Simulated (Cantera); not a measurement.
Feed: 1 mol Nb2O5, a varied amount of H2, 0.1 mol H2O, held at 1.20 mbar.

Equilibrium computed with Cantera from the NASA thermochemical tables; the gas is ideal and each condensed phase is pure. Candidate condensed phases: H2O, Nb, NbO, NbO2, Nb2O5; 12 gas species. Mutual solubility and eutectic melting of coexisting phases are not modelled. NbO: taken at fixed stoichiometry. Condensed phases not in the tables: the oxides between NbO2 and Nb2O5. Rates play no part.

What condenses at these points (T in K, n(H2) in mol): (1673, 370); (1598, 53); (1148, 73); (1598, 190); (1298, 190); (998, 53)?


| T (K) | n(H2) in mol | condensed phases | Nb condensed (%) |
|---|---|---|---|
| 1673 | 370 | NbO + NbO2 | 99.9 |
| 1598 | 53 | NbO2 | 100.0 |
| 1148 | 73 | NbO2 | 100.0 |
| 1598 | 190 | NbO2 | 100.0 |
| 1298 | 190 | NbO2 | 100.0 |
| 998 | 53 | NbO2 + Nb2O5 | 100.0 |
